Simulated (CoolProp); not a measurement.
Values from CoolProp's reference Helmholtz-energy equation of state, Marx 1992.

**Question.** For R113, give the phase and the cp (kJ/(kg K)), Joule-Thomson coefficient (K/MPa) at 500 K and 8.48 MPa.

**Answer.** 
- 500 K and 8.48 MPa: supercritical; cp 1.18, Joule-Thomson coefficient 0.994
